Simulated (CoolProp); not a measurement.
Aqueous potassium carbonate as a coolant, 22 % by mass, freezing at -10.2 °C, 1 atm.

Model: Melinder's fits for secondary coolants, in CoolProp.

```tsv
T (°C)	conductivity (W/(m K))	Prandtl number	viscosity (mPa s)	density (kg/m³)
-7.5	0.532	?	3.77	1221
-2.6	0.540	19.1	3.23	1220
2.2	0.548	16.5	2.81	1219
7	?	14.3	?	?
11.9	0.563	?	2.20	1215
16.7	0.571	11.1	1.97	1213
21.6	0.580	9.93	1.78	1211
26.4	0.588	8.91	1.62	1208
31.2	0.596	8.03	1.47	?
```

Question: Some entries are withheld; supply them.

Answer: 
- -7.5, Prandtl number: 22.6
- 7, conductivity (W/(m K)): 0.555
- 7, viscosity (mPa s): 2.48
- 7, density (kg/m³): 1217
- 11.9, Prandtl number: 12.6
- 31.2, density (kg/m³): 1206
